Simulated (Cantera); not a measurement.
Charge: 1 mol Cr, 0.59 mol H₂O, 6.7 mol H₂, equilibrated at 13.3 mbar.

Cantera equilibrium calculation (NASA polynomials, part measured and part estimated; ideal gas, pure solids and liquids). Candidate condensed phases: Cr, Cr₂O₃, H₂O; 13 gas species. Mutual solubility and eutectic melting of coexisting phases are not modelled. The numbers say what is thermodynamically allowed, not how fast it happens. All values below are at 1850 K.

Base state: H₂ 0.974, Cr 0.0138, H₂O 0.00789, H 0.00460, CrO 6.27e-5 (mole fractions); condensed: Cr(s) + Cr₂O₃(s).

What changes in the equilibrium state with this change: pressure from 13.3 mbar to 1 atm?


| species | before | after |
|---|---|---|
| H₂ | 0.974 | 0.991 |
| H₂O | 0.00789 | 0.00804 |
| H | 0.00460 | 0.000533 |
| Cr | 0.0138 | 0.000181 |
| CrO | 6.27e-5 | 8.25e-7 |
| Cr(s), mol | 0.544 | 0.644 |
| Cr₂O₃(s), mol | 0.177 | 0.177 |
